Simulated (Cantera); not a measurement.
Source: NASA polynomial tables (part measured, part estimated), evaluated in Cantera. Values are per mole of reaction as written; species without (g) are pure solids or liquids, kept so even where they would boil at 1 bar.

3 N₂O(g) → O₃(g) + 3 N₂(g), with ΔH° = -103.0 kJ and ΔS° = 153.9 J/K at 300 K.

### Question
How far is the shortcut ΔG° ≈ ΔH°(300 K) − T·ΔS°(300 K) from the full temperature-dependent value at 1623, 1773, 1923, 2073, 2223, 2373 K?

### Answer
| T (K) | shortcut (kJ) | full (kJ) | difference (kJ) | difference in log10 K |
|---|---|---|---|---|
| 1623 | -352.7 | -349.2 | -3.5 | 0.11 |
| 1773 | -375.8 | -370.8 | -5.0 | 0.15 |
| 1923 | -398.9 | -392.3 | -6.6 | 0.18 |
| 2073 | -422.0 | -413.6 | -8.3 | 0.21 |
| 2223 | -445.0 | -434.9 | -10.1 | 0.24 |
| 2373 | -468.1 | -456.2 | -11.9 | 0.26 |
The shortcut ignores the heat-capacity change of the reaction.
